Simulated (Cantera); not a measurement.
## Titanium nitride, carbide and oxide coatings: Ti(OiPr)₄ + N₂

Charge: 1 mol Ti(OiPr)₄, a varied amount of N₂, at 1023.15 K and 0.240 bar.

Cantera equilibrium calculation (NASA polynomials, part measured and part estimated; ideal gas, pure solids and liquids). Candidate condensed phases: C, C₆H₆, C₇H₈, C₈H₁₈, H₂O, Ti, TiC, TiN, TiO, TiO₂, Ti₂O₃, Ti₃O₅, Ti₄O₇; 139 gas species. The feed counts by its element totals alone. Kinetics and transport are ignored.

| n(N₂) (mol) | x N₂ | x H₂ | x CO | x CH₄ | n C(graphite) | n TiO₂(rutile) |
|---|---|---|---|---|---|---|
| 5.6 | 0.262 | 0.637 | 0.0886 | 0.00730 | 9.94 | 1.00 |
| 7 | 0.307 | 0.599 | 0.0834 | 0.00645 | 9.94 | 1.00 |
| 8.9 | 0.361 | 0.553 | 0.0772 | 0.00550 | 9.95 | 1.00 |
| 11 | 0.410 | 0.511 | 0.0714 | 0.00469 | 9.95 | 1.00 |
| 14 | 0.470 | 0.460 | 0.0644 | 0.00380 | 9.95 | 1.00 |
| 18 | 0.532 | 0.406 | 0.0570 | 0.00297 | 9.96 | 1.00 |
| 23 | 0.592 | 0.355 | 0.0499 | 0.00226 | 9.97 | 1.00 |
| 28 | 0.638 | 0.315 | 0.0443 | 0.00178 | 9.97 | 1.00 |
| 36 | 0.694 | 0.267 | 0.0376 | 0.00128 | 9.97 | 1.00 |
| 45 | 0.739 | 0.227 | 0.0322 | 0.000930 | 9.98 | 1.00 |
| 57 | 0.782 | 0.190 | 0.0270 | 0.000651 | 9.98 | 1.00 |
x: gas mole fraction; n: condensed amount in mol.

From 5.6 mol N₂ to 57 mol N₂ the condensed part is C(graphite) + TiO₂(rutile).
